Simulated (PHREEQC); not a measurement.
A solution holds 6.7 mmol/kgw ZnI2, at 94 °C. Closed to the air; pH follows from the charge balance.

Model: ion-association model, wateq4f.dat, run in PHREEQC.

This is a speciation only: nothing precipitates in the calculation.

Estimate the pH.

pH 4.77.

Constants without temperature data keep their 25 °C values here.
